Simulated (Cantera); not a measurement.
Input: 1 mol Si₂Cl₆, 0.062 mol HCl, 36 mol H₂, at 1650 K and 10000 Pa.

Equilibrium computed with Cantera from the NASA thermochemical tables; the gas is ideal and each condensed phase is pure. Candidate condensed phases: Si; 19 gas species. The feed counts by its element totals alone. The tables' values for SiCl₃, SiCl are old estimates; treat these amounts as uncertain. Kinetics and transport are ignored.

Problem. What is the equilibrium state?

Solution. 
```
Quantity        Value
----------  ---------
x(H₂)           0.878
x(HCl)         0.0884
x(SiCl₂)       0.0316
x(SiCl₃)     0.000980
x(H)         0.000269
x(SiHCl₃)    0.000111
x(SiCl₄)      6.67e-5
x(SiH₂Cl₂)    3.17e-5
x(Cl)         2.12e-5
n(Si(s))    0.718 mol
gas amount  39.04 mol
```
